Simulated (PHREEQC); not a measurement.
A solution holds 1.8 mmol/kgw LiF, at 52 °C. Closed to the air; pH follows from the charge balance.

All values are PHREEQC results (ion-association model, phreeqc.dat), not measurements.

```
quantity                   before     after
------------------------  -------  --------
pH                           6.96      4.24
ionic strength (mol/kgw)  0.00180   0.00223
HF (mol/kgw)              4.70e-7  0.000306
HF2- (mol/kgw)            3.68e-9   2.97e-6
```

Question: Name the change that produced these shifts.
(A) LiF replaced by HBF4 at the same molality
(B) 2e-05 mol/kgw TMAH added
(C) 2.2e-05 mol/kgw Na2CO3 added
(D) 0.00037 mol/kgw NH4HF2 added
(E) temperature from 52 to 75 °C

Answer: D, 0.00037 mol/kgw NH4HF2 added

Precipitation was switched off in this run. Away from 25 °C the constants follow the database's enthalpies or fits; those with neither stay at their 25 °C values.
